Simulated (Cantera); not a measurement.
Input: 1 mol C2H6, 0.047 mol O2, 50 mol H2, held at 2073 K.

Equilibrium computed with Cantera from the NASA thermochemical tables; the gas is ideal and each condensed phase is pure. Candidate condensed phases: C, C6H6, C7H8, C8H18, H2O; 110 gas species. The ideal-gas law is rough above about 30 bar. The numbers say what is thermodynamically allowed, not how fast it happens.

Problem. What share of the C ends up in condensed phases as a function of P (Pa), at 10, 72, 520, 3700, 27000, 190000, 1400000, 10000000?

Solution. 
| P (Pa) | C condensed (%) | as |
|---|---|---|
| 10 | 89.6 | C(graphite) |
| 72 | 89.1 | C(graphite) |
| 520 | 88.9 | C(graphite) |
| 3700 | 88.8 | C(graphite) |
| 27000 | 88.5 | C(graphite) |
| 190000 | 86.9 | C(graphite) |
| 1400000 | 75.5 | C(graphite) |
| 10000000 | 2.0 | C(graphite) |
